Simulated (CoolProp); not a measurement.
A simple Rankine cycle with R1224YDZ: condensing at 326.15 K, boiler at 1.43 MPa, turbine inlet 398.2 K, turbine efficiency 0.8, pump efficiency 0.7, no recuperator. Each further row changes one setting.

Values from CoolProp's reference Helmholtz-energy equation of state, Akasaka 2023.

```csv
case,thermal efficiency (%),net work (kJ/kg),heat in (kJ/kg),turbine exit temperature (K),volume ratio over the turbine
as stated,9.3,18.6,200,360.5,4.35
turbine inlet 418.2 K,9.2,20.5,222,[?],4.20
condensing temperature 318.15 K,10.5,22.1,[?],355.2,5.51
boiler pressure 1 MPa,7.2,14.9,207,372.7,[?]
turbine efficiency 0.7,[?],16.2,200,363.2,4.39
```

Q: What belongs in the gaps?

A: 
- turbine inlet 418.2 K, turbine exit temperature (K): 382.4
- condensing temperature 318.15 K, heat in (kJ/kg): 209
- boiler pressure 1 MPa, volume ratio over the turbine: 2.86
- turbine efficiency 0.7, thermal efficiency (%): 8.1
